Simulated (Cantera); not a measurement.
Equilibrium for carbothermic reduction: TiO₂ + C + H₂

Feed: 1 mol TiO₂, 5.9 mol C, 0.15 mol H₂, equilibrated at 52.0 Pa.

Method: chemical equilibrium by Gibbs-energy minimisation in Cantera with the NASA 1993 tables (ideal gas, pure condensed phases). Candidate condensed phases: C, C₆H₆, C₇H₈, C₈H₁₈, H₂O, Ti, TiC, TiO, TiO₂, Ti₂O₃, Ti₃O₅, Ti₄O₇; 113 gas species. TiC: taken at fixed stoichiometry. Rates play no part.

At 1098 K the condensed part is C(graphite) + Ti₃O₅(s). From 1198 K to 2098 K the condensed part is C(graphite) + TiC(s).

```csv
T (K),log p CO,log p H₂,log p H,log p C₂H₂ (acetylene),log p CO₂,log p H₂O,log p Ti,n C(graphite),n Ti₃O₅(s),n TiC(s)
1098,-3.45,-3.79,-9.50,-11.69,-7.93,-8.27,<-15,5.57,0.333,0
1198,-3.32,-4.44,-8.94,-11.45,-8.34,-9.33,<-15,2.90,0,1.00
1298,-3.32,-4.44,-8.19,-10.69,-8.91,-9.79,<-15,2.90,0,1.00
1398,-3.32,-4.44,-7.55,-10.05,-9.39,-10.18,<-15,2.90,0,1.00
1498,-3.32,-4.44,-6.99,-9.50,-9.80,-10.52,-14.77,2.90,0,1.00
1598,-3.32,-4.44,-6.50,-9.01,-10.16,-10.81,-13.36,2.90,0,1.00
1698,-3.32,-4.45,-6.06,-8.59,-10.48,-11.07,-12.11,2.90,0,1.00
1798,-3.32,-4.45,-5.68,-8.22,-10.75,-11.31,-11.01,2.90,0,1.00
1898,-3.32,-4.47,-5.34,-7.90,-11.00,-11.53,-10.02,2.90,0,1.00
1998,-3.32,-4.50,-5.05,-7.62,-11.23,-11.75,-9.13,2.90,0,1.000
2098,-3.32,-4.56,-4.79,-7.40,-11.43,-11.97,-8.33,2.90,0,1.000
```
log p: log10 of the partial pressure in bar; n: condensed amount in mol.
